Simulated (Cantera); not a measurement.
Input: 1 mol SiH4, 5.2 mol NO, equilibrated at 1473.15 K and 38.0 mbar.

Method: chemical equilibrium by Gibbs-energy minimisation in Cantera with the NASA 1993 tables (ideal gas, pure condensed phases). Candidate condensed phases: H2O, Si, SiO2, Si2N2O, Si3N4; 35 gas species. The tables hold silica as quartz up to 1696 K and as liquid above; real silica turns to tridymite and cristobalite and melts near 1996 K. Gases not in the tables: Si(OH)4. The numbers say what is thermodynamically allowed, not how fast it happens.

Base state: N2 0.500, H2O 0.384, O2 0.115, NO 0.000631, OH 0.000236 (mole fractions); condensed: SiO2(β-quartz).

Q: What changes in the equilibrium state with this change: NO from 5.2 to 9.1 mol?

A: 
```csv
species,before,after
N2,0.500,0.499
O2,0.115,0.280
H2O,0.384,0.220
NO,0.000631,0.000984
OH,0.000236,0.000222
"SiO2(β-quartz), mol",1.00,1.00
```

Q: What changes in the equilibrium state with this change: SiH4 replaced by SiF4?

A: 
```json
[
 {"species": "N2", "before": "0.500", "after": "0.419"},
 {"species": "O2", "before": "0.115", "after": "0.419"},
 {"species": "SiF4", "before": "0", "after": "0.161"},
 {"species": "H2O", "before": "0.384", "after": "0"},
 {"species": "OH", "before": "0.000236", "after": "0"},
 {"species": "NO", "before": "0.000631", "after": "0.00110"},
 {"species": "SiO2(β-quartz), mol", "before": "1.00", "after": "0"}
]
```
